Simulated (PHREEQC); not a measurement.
**Acid mine or pickling water**

Synthetic water in mg/L, 58 °C, pH 3.46, pe 10:

```json
[
 {"constituent": "Na", "mg/L": "107"},
 {"constituent": "K", "mg/L": "3.11"},
 {"constituent": "Ca", "mg/L": "30.7"},
 {"constituent": "Mg", "mg/L": "7.67"},
 {"constituent": "Cl", "mg/L": "12.6"},
 {"constituent": "S(6) as SO4", "mg/L": "353"},
 {"constituent": "O(0) (dissolved oxygen)", "mg/L": "0.405"},
 {"constituent": "Al", "mg/L": "0.425"}
]
```

Valence states are taken as typed.

All values are PHREEQC results (ion-association model, phreeqc.dat), not measurements.

No solid was allowed to form.

### Question
Predict the ionic strength.

### Answer
ionic strength 0.0107 mol/kgw.

### Question
In which forms is Al present?

### Answer
AlSO4+ 75 %, Al+3 17 %, Al(SO4)2- 5.5 %, AlOH+2 2.3 % of the Al.

Constants without temperature data keep their 25 °C values here.
